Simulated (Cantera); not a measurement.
A closed system holds: 1 mol borazine, 3 mol N₂, 14 mol H₂, held at 2323.15 K and 1.33 mbar.

These are equilibrium values from Cantera (NASA tables, ideal gas, pure condensed phases), not measurements of a reactor. Candidate condensed phases: B, BN; 15 gas species. The feed counts by its element totals alone. The tables' values for BH₂ are old estimates; treat these amounts as uncertain. Equilibrium is a limit: real reactors are often held back by kinetics, nucleation or transport.

Base state: H₂ 0.578, H 0.227, N₂ 0.183, B 0.0101, BH₂ 0.00133, BH 0.000232, BN 8.37e-5 (mole fractions); condensed: B(s).

Task: What changes in the equilibrium state with this change: temperature from 2323.15 K to 2100 K?

Result: 
| species | before | after |
|---|---|---|
| H₂ | 0.578 | 0.725 |
| N₂ | 0.183 | 0.202 |
| H | 0.227 | 0.0726 |
| B | 0.0101 | 0.000487 |
| BH₂ | 0.00133 | 0.000586 |
| BN | 8.37e-5 | 6.82e-6 |
| BH | 0.000232 | 2.44e-5 |
| B(s), mol | 2.71 | 2.98 |
